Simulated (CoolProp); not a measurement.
Vapour-liquid equilibrium of propane (1) + isobutene (2) at 0.318 MPa; x and y are mole fractions of (1).

The numbers come from the multi-fluid Helmholtz-energy mixture model, Lemmon 2009 and Lemmon 2005; pair parameters Bell 2016 in CoolProp.

Task: Give the bubble temperature and the first vapour's composition at x = 0.05, 0.2, 0.8. Is there an azeotrope?

Result: x = 0.05: 22.0 °C, y = 0.157; x = 0.2: 12.5 °C, y = 0.454; x = 0.8: -7.6 °C, y = 0.923. No azeotrope shows between x = 0.05 and 0.95.

The pair parameters rest on a limited set of measurements; away from them the model extrapolates.
